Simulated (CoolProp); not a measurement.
The fluid at 538.55 K and 1.06 MPa (gas) is heated at constant pressure to 596.6 K. The same conditions are run with several fluids, on thermodynamics alone (safety and materials aside).

The numbers come from the reference Helmholtz-energy equation of state of each fluid (benzene: Thol 2012; hexamethyldisiloxane (MM): Thol 2016; carbonyl sulfide: Lemmon 2006; oxygen: Schmidt 1985; dimethyl carbonate: Zhou 2011) in CoolProp.

Question: Rank benzene, hexamethyldisiloxane (MM), carbonyl sulfide, oxygen, dimethyl carbonate by heat (kJ/kg), highest first.

Answer: hexamethyldisiloxane (MM) (131), benzene (118), dimethyl carbonate (108), oxygen (57.9), carbonyl sulfide (49.6)

| fluid | final density (kg/m³) |
|---|---|
| benzene | 17.8 |
| hexamethyldisiloxane (MM) | 39.6 |
| carbonyl sulfide | 13.0 |
| oxygen | 6.82 |
| dimethyl carbonate | 20.5 |

Above 300 K oxygen's equation is extrapolated.
